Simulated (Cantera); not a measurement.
Charge: 1 mol CH2F2, 0.19 mol CH4, 1.2 mol H2, equilibrated at 3350 K.

Cantera equilibrium calculation (NASA polynomials, part measured and part estimated; ideal gas, pure solids and liquids). Candidate condensed phases: C, C6H6, C7H8, C8H18; 95 gas species. Kinetics and transport are ignored.

Task: Which condensed phases are stable at each of these points (P (Pa)): 1, 10, 100, 1000, 10000, 100000?

Result: 
| P (Pa) | condensed phases | C condensed (%) |
|---|---|---|
| 1 | gas only | 0.0 |
| 10 | gas only | 0.0 |
| 100 | gas only | 0.0 |
| 1000 | gas only | 0.0 |
| 10000 | gas only | 0.0 |
| 100000 | C(graphite) | 53.5 |

From 1.00 Pa to 0.100 bar nothing is condensed. At 1.00 bar the condensed part is C(graphite).
